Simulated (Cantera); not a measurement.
A closed system holds: 1 mol Al2O3, 0.024 mol HCl, 1.4 mol H2, at 1423.15 K and 130000 Pa.

These are equilibrium values from Cantera (NASA tables, ideal gas, pure condensed phases), not measurements of a reactor. Candidate condensed phases: Al, AlCl3, Al2O3, H2O; 29 gas species. Kinetics and transport are ignored.

Base state: H2 0.983, HCl 0.0168, H2O 3.98e-5, AlCl3 2.48e-5 (mole fractions); condensed: Al2O3(s).

### Question
What changes in the equilibrium state with this change: H2 from 1.4 to 0.041 mol?

### Answer
```csv
species,before,after
H2,0.983,0.631
HCl,0.0168,0.366
H2O,3.98e-5,0.00157
AlCl3,2.48e-5,0.00104
"Al2O3(s), mol",1.000,1.000
```

### Question
What changes in the equilibrium state with this change: Al2O3 replaced by Fe2O3?

### Answer
| species | before | after |
|---|---|---|
| H2O | 3.98e-5 | 0.702 |
| H2 | 0.983 | 0.281 |
| HCl | 0.0168 | 0.0167 |
| AlCl3 | 2.48e-5 | 0 |
| FeCl2 | 0 | 9.87e-5 |
| Al2O3(s), mol | 1.000 | 0 |
| FeO(s), mol | 0 | 2.00 |
The tables' stoichiometric FeO is somewhat more stable than real wüstite, so its field is too wide. FeO: taken at fixed stoichiometry. Further candidate phases: Fe, FeCl2, FeCl3, FeO, Fe(OH)2, Fe(OH)3, Fe2O3, Fe3O4.
